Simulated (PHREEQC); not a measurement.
Leach liquor

A solution holds 0.037 mol/kgw H2SO4 and 0.00185 mol/kgw NiSO4, at 25 °C. Closed to the air; pH follows from the charge balance.

All values are PHREEQC results (ion-association model, wateq4f.dat), not measurements.

Precipitation was switched off in this run.

### Question
Predict the pH.

### Answer
pH 1.39.

### Question
In which forms is Ni present?

### Answer
Ni+2 70 %, NiSO4 30 % of the Ni.

Species that the database lacks are ignored.
